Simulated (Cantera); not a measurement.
An adiabatic, constant-volume homogeneous reactor starts with H2 : O2 : N2 = 1 : 0.385 : 1.92 (molar parts), at 1823 K and 7500 Torr.

Cantera simulation using GRI-Mech 3.0 (53 species, 325 reactions); the numbers are that mechanism's predictions, not measurements. The hydrogen kinetics of GRI-Mech 3.0 are dated; newer H2 mechanisms differ, most at raised pressure. Above 3000 K some thermodynamic fits are extrapolated.

One state of this run: T (K) = 3245; P (bar) = 16.3; x H2 = 0.0920; x O2 = 0.00316; x NO2 = 1.69e-6; x H2O2 = 1.19e-6; x NO = 0.00693. x: mole fraction; the columns are a selection and need not sum to one.

Problem. Which value of t (s) does it belong to?
(A) 8.05e-6
(B) 3.00e-6
(C) 2.16e-5
(D) 0.155

Solution. D, 0.155
